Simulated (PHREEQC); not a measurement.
0.026 g of hydrous ferric oxide (600 m²/g; 0.2 weak and 0.005 strong sites per Fe, Dzombak-Morel constants, diffuse double layer) in 1 kg of water with 0.01 mol/kgw of an inert sodium salt and 7.6e-07 mol/kgw SrCl2, at 25 °C; the pH is set by adding NaOH or the inert anion's acid. Oxygen is held at 0.21 atm. No CO2 enters from the air. No solid was allowed to form.

The series has 17 steps of pH, from 4 to 12.

Equilibrium calculation in PHREEQC: ion-association model, wateq4f.dat.

Q: Near which pH is half of the Sr sorbed, and on which side is more sorbed?

A: Near pH 8.8, with more sorbed at higher pH.

Complexes and solids missing from the database can't appear.
